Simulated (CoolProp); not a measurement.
Vapour-liquid equilibrium of CHF3 (R23) (1) + n-butane (2) at 268.9 K; x and y are mole fractions of (1).

Computed with CoolProp (multi-fluid Helmholtz-energy mixture model, Penoncello 2003 and Bücker 2006; pair parameters Bell 2016).

| x | bubble pressure, mixture model (MPa) | bubble pressure, Raoult's law (MPa) | y, mixture model | y, Raoult's law |
|---|---|---|---|---|
| 0.05 | 0.4504 | 0.1943 | 0.795 | 0.571 |
| 0.125 | 0.9062 | 0.3542 | 0.891 | 0.783 |
| 0.2 | 1.247 | 0.5141 | 0.917 | 0.864 |
| 0.275 | 1.477 | 0.6740 | 0.928 | 0.906 |
| 0.35 | 1.617 | 0.8339 | 0.933 | 0.932 |
| 0.425 | 1.693 | 0.9939 | 0.936 | 0.949 |
| 0.5 | 1.733 | 1.154 | 0.938 | 0.962 |
| 0.575 | 1.760 | 1.314 | 0.939 | 0.972 |
| 0.65 | 1.791 | 1.474 | 0.941 | 0.979 |
| 0.725 | 1.837 | 1.634 | 0.944 | 0.985 |
| 0.8 | 1.906 | 1.793 | 0.950 | 0.990 |
| 0.875 | 2.001 | 1.953 | 0.962 | 0.994 |
| 0.95 | 2.124 | 2.113 | 0.981 | 0.998 |

The largest gap from Raoult's law is +155.8 % in bubble pressure, at x = 0.125. No azeotrope shows between x = 0.05 and 0.95.

The pair parameters rest on a limited set of measurements; away from them the model extrapolates. With so large a gap from Raoult's law the liquid may split in two, which this calculation doesn't test in full.
